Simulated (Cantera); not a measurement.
A closed system holds: 1 mol B2O3, 2.2 mol BCl3, 1.5 mol H2, 8.3 mol HF, at 1698.15 K and 5.40e-5 bar.

Equilibrium computed with Cantera from the NASA thermochemical tables; the gas is ideal and each condensed phase is pure. Candidate condensed phases: B, B2O3, B3O3H3, H2O; 56 gas species. The tables' values for BF2, BOCl, BClF, BCl are old estimates; treat these amounts as uncertain. Rates play no part.

Base state: HCl 0.438, BOF 0.208, HF 0.140, H2 0.101, BF3 0.0664, Cl 0.0211, BF2 0.0132, H 0.00627 (mole fractions); condensed: gas only.

Problem. What changes in the equilibrium state with this change: pressure from 5.40e-5 bar to 0.00133 bar?

Solution. 
| species | before | after |
|---|---|---|
| HCl | 0.438 | 0.464 |
| BOF | 0.208 | 0.212 |
| HF | 0.140 | 0.126 |
| Cl | 0.0211 | 0.00440 |
| BF3 | 0.0664 | 0.0812 |
| BF2 | 0.0132 | 0.00371 |
| H2 | 0.101 | 0.106 |
| HBO2 | 1.88e-6 | 3.52e-5 |
| H2O | 3.41e-6 | 5.64e-5 |
| BF | 0.00377 | 0.000243 |
The tables' values for BF2, BOCl, BClF are old estimates; treat these amounts as uncertain.

Problem. What changes in the equilibrium state with this change: temperature from 1698.15 K to 1248 K?

Solution. 
```tsv
species	before	after
HCl	0.438	0.472
BOF	0.208	0.213
HF	0.140	0.120
Cl	0.0211	7.83e-5
BF2	0.0132	2.20e-5
BF3	0.0664	0.0869
H2	0.101	0.107
BF	0.00377	4.77e-8
BCl	5.83e-5	<1e-9
B3O3F3	<1e-9	5.15e-5
BClF	8.47e-5	1.54e-8
BO	0.000112	3.61e-8
```
The tables' values for BOCl, BF2 are old estimates; treat these amounts as uncertain.
